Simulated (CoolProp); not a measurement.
Nitrogen along the isotherm 87.4 K: density (kg/m³) from the reference equation and from simpler models built on Tc = 126.2 K, pc = 3.396 MPa, ω = 0.037; each cubic takes its own stable root.

Model: reference Helmholtz-energy equation of state, Span 2000, in CoolProp.

| p (MPa) | phase | reference |
|---|---|---|
| 0.154 | gas | 6.222 |
| 0.309 | liquid | 758.3 |
| 0.463 | liquid | 758.9 |
| 0.617 | liquid | 759.5 |
| 0.772 | liquid | 760.0 |
| 0.926 | liquid | 760.6 |
| 1.08 | liquid | 761.1 |
| 1.23 | liquid | 761.7 |
| 1.39 | liquid | 762.2 |
| 1.54 | liquid | 762.7 |
| 1.7 | liquid | 763.3 |

**Question.** How far does each simpler model (van der Waals, Soave-Redlich-Kwong, Peng-Robinson) lie from the reference over these 11 states: mean and median of the absolute difference, and the worst?

**Answer.** 
- van der Waals: mean 46.5 %, median 31.2 %, worst -98.3 % at 87.4 K and 0.309 MPa
- Soave-Redlich-Kwong: mean 0.6 %, median 0.6 %, worst -0.8 % at 87.4 K and 0.309 MPa
- Peng-Robinson: mean 11.3 %, median 12.4 %, worst +12.5 % at 87.4 K and 1.7 MPa

At some of these states van der Waals gives the other phase, because its saturation line lies elsewhere.
